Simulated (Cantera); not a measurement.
Premixed flame

A freely propagating, adiabatic, planar premixed flame of C2H4 : O2 : N2 : CO2 = 1 : 3.12 : 11.8 : 0.37 (molar parts), equivalence ratio 0.96, unburnt at 500 K and 2.07 atm; unity-Lewis-number transport, grid criteria slope 0.08 and curve 0.16, no radiation.

Model: GRI-Mech 3.0 (53 species, 325 reactions), integrated in Cantera. GRI-Mech 3.0 was tuned for natural gas; its chemistry of ethylene as a main component is partial and can be far from experiment. Unity Lewis numbers drop preferential diffusion, which matters most where H2 and H carry the flame. Burning velocities carry a grid error of a few per cent, more on coarse grids.

```
z (mm)   T (K)  u (m/s)    x C2H4    x O2   x CO2    x HCO     x H2O       x O
-------  -----  -------  --------  ------  ------  -------  --------  --------
-0.429     500     1.10    0.0614   0.192  0.0227    <1e-8   9.70e-6     <1e-8
-0.286     501     1.10    0.0613   0.191  0.0227    <1e-8   5.79e-5     <1e-8
-0.214     505     1.11    0.0612   0.191  0.0228    <1e-8  0.000307     <1e-8
-0.143     536     1.18    0.0597   0.188  0.0235    <1e-8   0.00234     <1e-8
-0.0714    843     1.88    0.0450   0.159  0.0301  1.16e-6    0.0231   2.70e-6
-0.0357   1270     2.88    0.0233   0.115  0.0406  3.84e-5    0.0539  0.000140
0         1683     3.89   0.00454  0.0701  0.0547  8.79e-5    0.0846   0.00156
0.0357    1870     4.34  0.000242  0.0467  0.0681  2.34e-5    0.0971   0.00494
0.0714    1937     4.48   6.09e-6  0.0385  0.0782  1.90e-6    0.0990   0.00678
0.143     2018     4.64     <1e-8  0.0329  0.0895  1.79e-7    0.0997   0.00666
0.286     2114     4.83     <1e-8  0.0287  0.0985  9.63e-8     0.103   0.00514
0.571     2213     5.01     <1e-8  0.0248   0.107  4.42e-8     0.107   0.00337
1.14      2299     5.18     <1e-8  0.0211   0.115  1.83e-8     0.111   0.00207
```
x: mole fraction of selected species; z is measured from the peak of heat release.

```yaml
laminar_burning_velocity: 110 cm/s
thermal_thickness: 0.143 mm
peak x(HCO): 9.19e-5
peak x(O): 0.00698
grid_points: 135
```
